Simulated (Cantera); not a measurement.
# Equilibrium for boron, boron nitride and boron oxide: B2H6 + H2

Feed: 1 mol B2H6, 200 mol H2, at 4.10 mbar.

Cantera equilibrium calculation (NASA polynomials, part measured and part estimated; ideal gas, pure solids and liquids). Candidate condensed phases: B; 7 gas species. The feed counts by its element totals alone. The tables' values for BH2 are old estimates; treat these amounts as uncertain. Equilibrium is a limit: real reactors are often held back by kinetics, nucleation or transport.

| T (°C) | log p H2 | log p H | log p BH2 | log p B | log p BH | log p BH3 | log p B2 | n B(s) |
|---|---|---|---|---|---|---|---|---|
| 750 | -2.39 | -9.58 | -10.56 | <-14 | <-14 | -10.29 | <-14 | 2.00 |
| 850 | -2.39 | -8.56 | -9.67 | <-14 | <-14 | -9.86 | <-14 | 2.00 |
| 950 | -2.39 | -7.72 | -8.92 | <-14 | <-14 | -9.51 | <-14 | 2.00 |
| 1050 | -2.39 | -6.99 | -8.30 | -14.31 | -13.52 | -9.21 | <-14 | 2.00 |
| 1150 | -2.39 | -6.37 | -7.76 | -12.76 | -12.31 | -8.96 | <-14 | 2.00 |
| 1250 | -2.39 | -5.83 | -7.29 | -11.42 | -11.26 | -8.75 | <-14 | 2.00 |
| 1350 | -2.39 | -5.35 | -6.88 | -10.24 | -10.34 | -8.56 | <-14 | 1.99 |
| 1450 | -2.39 | -4.93 | -6.52 | -9.20 | -9.53 | -8.39 | <-14 | 1.98 |
| 1550 | -2.39 | -4.56 | -6.21 | -8.28 | -8.81 | -8.25 | -13.93 | 1.97 |
| 1650 | -2.39 | -4.22 | -5.92 | -7.45 | -8.16 | -8.13 | -12.72 | 1.94 |
| 1750 | -2.40 | -3.92 | -5.67 | -6.71 | -7.59 | -8.02 | -11.63 | 1.88 |
| 1850 | -2.41 | -3.65 | -5.45 | -6.04 | -7.07 | -7.93 | -10.64 | 1.77 |
| 1950 | -2.43 | -3.41 | -5.26 | -5.43 | -6.60 | -7.87 | -9.74 | 1.51 |
log p: log10 of the partial pressure in bar; n: condensed amount in mol.

From 750 °C to 1950 °C the condensed part is B(s).
